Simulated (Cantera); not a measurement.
A perfectly stirred reactor is fed with CH3OH : O2 : N2 : CH4 = 0.0068 : 0.023 : 1 : 0.0028 (molar parts), equivalence ratio 0.69, at 5.00 bar; it is held at 1550 K, and followed from long to short residence time.

Detailed kinetics in Cantera: GRI-Mech 3.0 (53 species, 325 reactions). GRI-Mech 3.0 was tuned for natural gas; its chemistry of methanol as a main component is partial and can be far from experiment.

Problem. Predict: x(CH3OH) at τ = 8.20 s; x(O2) at τ = 8.20 s; x(H2O2) at τ = 8.20 s; x(HO2) at τ = 8.20 s; x(OH) at τ = 8.20 s; x(CH3OH) at τ = 33.0 ms; x(O2) at τ = 33.0 ms; x(H2O2) at τ = 33.0 ms; x(HO2) at τ = 33.0 ms; x(OH) at τ = 33.0 ms.

Solution. 
```json
{
  "x(CH3OH) at τ = 8.20 s": "5.62e-8",
  "x(O2) at τ = 8.20 s": "0.00694",
  "x(H2O2) at τ = 8.20 s": "2.96e-9",
  "x(HO2) at τ = 8.20 s": "4.85e-8",
  "x(OH) at τ = 8.20 s": "2.64e-5",
  "x(CH3OH) at τ = 33.0 ms": "2.35e-6",
  "x(O2) at τ = 33.0 ms": "0.00703",
  "x(H2O2) at τ = 33.0 ms": "4.86e-8",
  "x(HO2) at τ = 33.0 ms": "1.61e-6",
  "x(OH) at τ = 33.0 ms": "0.000124"
}
```
